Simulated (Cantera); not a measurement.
Feed: 1 mol CS2, 0.035 mol SO2, 0.25 mol O2, held at 2448 K and 0.133 bar.

Cantera equilibrium calculation (NASA polynomials, part measured and part estimated; ideal gas, pure solids and liquids). Candidate condensed phases: C, S; 22 gas species. Kinetics and transport are ignored.

Base state: S2 0.373, CO 0.323, CS 0.137, CS2 0.107, S 0.0586, COS 0.000616 (mole fractions); condensed: gas only.

Q: What changes in the equilibrium state with this change: CS2 replaced by NH3?

A: 
```
species  before     after
-------  ------  --------
H2            0     0.445
H2O           0     0.257
N2            0     0.241
S2        0.373  0.000605
CO        0.323         0
CS        0.137         0
CS2       0.107         0
H             0    0.0364
S        0.0586   0.00236
OH            0   0.00409
SO2       <1e-9   0.00385
```
Further candidate phases: H2O, H2SO4.
